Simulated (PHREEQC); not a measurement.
1 kg of water holding 0.3 mol NaHCO3, 0.22 mol KCl and 0.0062 mol Na2CO3 is evaporated at 25 °C; the solids stay in contact with the brine. No CO2 enters from the air. Solids allowed: Halite, Kalicinite, Nahcolite, Natron, Sylvite, Trona. Others were left out.

The series has 28 steps of water left (kg), from 1 to 0.004961.

All values are PHREEQC results (Pitzer model, pitzer.dat), not measurements.

Which solids form, in which order, and at which step of the series does each first stand?

Nahcolite from water left = 0.2082 kg (pH 7.86); Sylvite from water left = 0.0433 kg (pH 8.51).

Complexes and solids missing from the database can't appear.
